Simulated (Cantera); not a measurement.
Ammonia decomposition in nitride growth gas

An isothermal, constant-pressure homogeneous reactor starts with NH3 : N2 = 6.7 : 0.12 (molar parts), at 1948 K and 12000 Pa.

Computed with Cantera and the gas-phase N/H chemistry of the illustrative SiF4/NH3 mechanism in the Surface Chemkin manual (1991). Walls and surfaces, which speed up NH3 decomposition in real reactors, are not modelled.

| t (s) | x NH3 | x N2H2 | x N2H4 | x N | x H2 | x NH2 | x N2 |
|---|---|---|---|---|---|---|---|
| 4.00e-6 | 0.982 | 1.22e-11 | 1.46e-12 | <1e-12 | 2.51e-6 | 5.30e-6 | 0.0176 |
| 1.31e-5 | 0.982 | 4.04e-10 | 2.38e-11 | <1e-12 | 8.86e-6 | 1.80e-5 | 0.0176 |
| 4.29e-5 | 0.982 | 9.39e-9 | 2.90e-10 | 4.35e-12 | 2.97e-5 | 5.96e-5 | 0.0176 |
| 0.000141 | 0.982 | 1.53e-7 | 3.20e-9 | 1.95e-10 | 9.93e-5 | 0.000195 | 0.0176 |
| 0.000461 | 0.981 | 1.92e-6 | 3.08e-8 | 2.30e-9 | 0.000387 | 0.000601 | 0.0176 |
| 0.00151 | 0.978 | 7.63e-6 | 1.10e-7 | 1.23e-8 | 0.00236 | 0.00113 | 0.0181 |
| 0.00494 | 0.967 | 8.11e-6 | 1.13e-7 | 3.96e-8 | 0.0107 | 0.00115 | 0.0208 |
| 0.0162 | 0.932 | 7.56e-6 | 1.00e-7 | 1.20e-7 | 0.0375 | 0.00108 | 0.0294 |
| 0.0530 | 0.828 | 6.11e-6 | 7.72e-8 | 2.81e-7 | 0.116 | 0.000949 | 0.0547 |
| 0.174 | 0.583 | 3.50e-6 | 4.56e-8 | 4.51e-7 | 0.301 | 0.000730 | 0.114 |
| 0.569 | 0.234 | 1.04e-6 | 1.34e-8 | 5.64e-7 | 0.566 | 0.000395 | 0.200 |
| 1.86 | 0.0257 | 7.96e-8 | 6.97e-10 | 6.04e-7 | 0.723 | 9.03e-5 | 0.250 |
| 6.11 | 0.000187 | 8.30e-11 | <1e-12 | 1.31e-7 | 0.741 | 2.02e-6 | 0.256 |
| 20.0 | 2.78e-5 | 1.92e-12 | <1e-12 | 1.99e-8 | 0.741 | 3.03e-7 | 0.256 |
x: mole fraction; the columns are a selection and need not sum to one.

Equilibrium at this temperature and pressure: NH3 8.47e-7, N2H2 <1e-12, N2H4 <1e-12, N 6.08e-10, H2 0.741, NH2 9.22e-9, N2 0.256 (gas phase only).
